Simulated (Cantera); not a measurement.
A freely propagating, adiabatic, planar premixed flame of 12.8 % CH4, 18.3 % O2, 68.8 % N2, equivalence ratio 1.4, unburnt at 600 K and 5930 Torr; mixture-averaged transport, grid criteria slope 0.08 and curve 0.16, no radiation.

Computed with Cantera and GRI-Mech 3.0 (53 species, 325 reactions). Burning velocities carry a grid error of a few per cent, more on coarse grids.

Q: Predict: laminar burning velocity; thermal thickness; peak x(H2); peak x(CH2O); peak x(H); peak x(OH).

A: 
```json
{
 "laminar_burning_velocity": "30.6 cm/s",
 "thermal_thickness": "0.136 mm",
 "peak x(H2)": "0.0611",
 "peak x(CH2O)": "0.00146",
 "peak x(H)": "0.000975",
 "peak x(OH)": "0.000482"
}
```
